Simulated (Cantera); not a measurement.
## Low-pressure radical oxidation in H2/O2

A perfectly stirred reactor is fed with H2 : O2 = 0.011 : 1 (molar parts), at 20.0 Torr; it is held at 1050 K, and followed from long to short residence time.

Cantera simulation using GRI-Mech 3.0 (53 species, 325 reactions); the numbers are that mechanism's predictions, not measurements. Radical loss at walls, strong at low pressure, is not modelled.

```tsv
τ (s)	x H2	x O2	x OH	x H2O2	x O	x H2O
0.85	0.000113	0.988	0.000153	4.65e-8	0.000559	0.0107
0.46	0.000157	0.988	0.000194	5.41e-8	0.000792	0.0107
0.24	0.000225	0.988	0.000249	6.43e-8	0.00112	0.0106
0.13	0.000316	0.987	0.000317	7.65e-8	0.00153	0.0104
0.071	0.000445	0.987	0.000401	9.17e-8	0.00202	0.0102
0.038	0.000640	0.986	0.000509	1.12e-7	0.00261	0.00990
0.020	0.000943	0.985	0.000645	1.38e-7	0.00323	0.00946
0.011	0.00137	0.985	0.000790	1.68e-7	0.00374	0.00887
0.0059	0.00205	0.984	0.000947	2.05e-7	0.00407	0.00802
```
x: mole fraction; the columns are a selection and need not sum to one.
